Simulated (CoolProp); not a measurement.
Vapour-liquid equilibrium of R113 (1) + acetone (2) at 1.99 MPa; x and y are mole fractions of (1).

Model: multi-fluid Helmholtz-energy mixture model, Marx 1992 and Lemmon 2006; pair parameters Bell 2016, in CoolProp.

Give the bubble temperature and the first vapour's composition at x = 0.05, 0.15, 0.45. Is there an azeotrope?

x = 0.05: 451.5 K, y = 0.068; x = 0.15: 448.4 K, y = 0.188; x = 0.45: 443.8 K, y = 0.467. y crosses x between x = 0.45 and 0.55: the model has an azeotrope there.

Pair parameters are fitted to limited data, so mixtures are less certain than the pure fluids.
